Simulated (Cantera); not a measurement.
An adiabatic, constant-volume homogeneous reactor starts with CO : H2 : CH4 : O2 : N2 = 1 : 0.1 : 0.88 : 6.08 : 22.9 (molar parts), equivalence ratio 0.38, at 1523 K and 750 Torr.

Detailed kinetics in Cantera: GRI-Mech 3.0 (53 species, 325 reactions).

Task: Predict: time of steepest temperature rise; temperature at 0.500 s; equilibrium temperature; x(CO) at 0.500 s; x(H2) at 0.500 s; x(NO) at 0.500 s.

Result: 
```
Item                                                                  Result
---------------------------------  -----------------------------------------
time of steepest temperature rise                                   0.390 ms
temperature at 0.500 s                                                2461 K
equilibrium temperature                                               2461 K
x(CO) at 0.500 s                     0.00403 (gas-phase equilibrium 0.00403)
x(H2) at 0.500 s                   0.000649 (gas-phase equilibrium 0.000649)
x(NO) at 0.500 s                       0.0154 (gas-phase equilibrium 0.0154)
```
